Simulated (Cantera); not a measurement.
An isothermal, constant-pressure homogeneous reactor starts with CH4 : H2 : CO2 = 0.025 : 1 : 0.0027 (molar parts), at 2575 K and 0.133 bar. Integrator tolerance rtol = 1e-08.

Computed with Cantera and GRI-Mech 3.0 (53 species, 325 reactions). GRI-Mech 3.0 stops at C3 and has no aromatics, soot or wall deposition, so with more carbon than oxygen in the feed, carbon stays in small species such as C2H2 where larger ones or solid carbon would form.

What does this change do: temperature 2575 to 2000 K?


```tsv
quantity	before	after
x(CH4) at 3.00 s	1.22e-5 (gas-phase equilibrium 1.24e-5)	0.000210 (gas-phase equilibrium 0.000201)
x(H2) at 3.00 s	0.895 (gas-phase equilibrium 0.895)	0.980 (gas-phase equilibrium 0.980)
x(CO2) at 3.00 s	1.13e-11 (gas-phase equilibrium 1.15e-11)	1.54e-8 (gas-phase equilibrium 2.36e-11)
x(OH) at 3.00 s	3.00e-10 (gas-phase equilibrium 3.05e-10)	6.11e-9 (gas-phase equilibrium 9.38e-12)
x(C2H) at 3.00 s	8.43e-5 (gas-phase equilibrium 8.43e-5)	8.83e-7 (gas-phase equilibrium 8.83e-7)
x(HCO) at 3.00 s	7.50e-9 (gas-phase equilibrium 7.50e-9)	1.07e-9 (gas-phase equilibrium 1.08e-9)
```
